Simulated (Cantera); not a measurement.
What does this Cantera script print?

```python
import numpy as np
import cantera as ct

gas_names = """
    CL CL2 H HCL H2 N NH NH2 NH3 N2 N2H2 N2H4 Si SiCL SiCL2 SiCL3 SiCL4 SiH SiHCL3 SiH2 SiH2CL2 SiH3
    SiH3CL SiH4 SiN Si2 Si2N Si3
""".split()
cond_names = """
    NH4CL(a) NH4CL(b) Si(cr) Si(L) Si3N4(a)
""".split()


# ... load() reads the species with a 1 bar reference pressure and builds the phases ...
atoms = {
    'Si2Cl6': {'Si': 2, 'CL': 6},
    'NH3': {'N': 1, 'H': 3},
}
top_T = {'Si3N4(a)': 2400}  # K; cautious upper limits of use, not melting points


# ... equilibrate(T, P, feed) seeds the gas with the atoms and calls Mixture.equilibrate('TP', solver="vcs", rtol=1e-11, max_steps=5000) ...
results = []
feed = {'Si2Cl6': 1, 'NH3': 14}  # mol
T = 1700  # K
P = 5.3  # Pa
mix = equilibrate(T, P, feed)
results.append((T, P, feed, dict(zip(mix.species_names, mix.species_moles))))
print(gas.report(threshold=0.0001))
for i in range(1, mix.n_phases):
    print(f"{mix.phase(i).name:16s} {mix.phase_moles(i):12.5e} mol")
```

Output:

```
       temperature   1700 K
          pressure   5.3 Pa
           density   5.9935e-06 kg/m^3
  mean mol. weight   15.984 kg/kmol
   phase of matter   gas

                          1 kg             1 kmol
                     ---------------   ---------------
          enthalpy        2.4056e+06        3.8451e+07  J
   internal energy        1.5213e+06        2.4317e+07  J
           entropy             18950        3.0291e+05  J/K
    Gibbs function        -2.981e+07       -4.7649e+08  J
 heat capacity c_p            2164.5             34598  J/K
 heat capacity c_v            1644.4             26284  J/K

                      mass frac. Y      mole frac. X     chem. pot. / RT
                     ---------------   ---------------   ---------------
                CL         0.0040279         0.0018162           -29.913
                 H        0.00099612          0.015796           -14.658
               HCL           0.20545          0.090075           -44.571
                H2          0.076821           0.60909           -29.316
                N2           0.38673           0.22066           -37.762
                Si          0.022496          0.012803           -4.9236
              SiCL         0.0069344         0.0017446           -34.836
             SiCL2            0.2955          0.047718           -64.749
               SiH        0.00020487        0.00011256           -19.582
     [  +19 minor]        0.00084055         0.0001857

Si(L)             1.14264e-02 mol
Si3N4(a)          0.00000e+00 mol
```

These are equilibrium values from Cantera (NASA tables, ideal gas, pure condensed phases), not measurements of a reactor. The feed counts by its element totals alone. The tables' values for SiCl, SiCl3, SiN are old estimates; treat these amounts as uncertain.
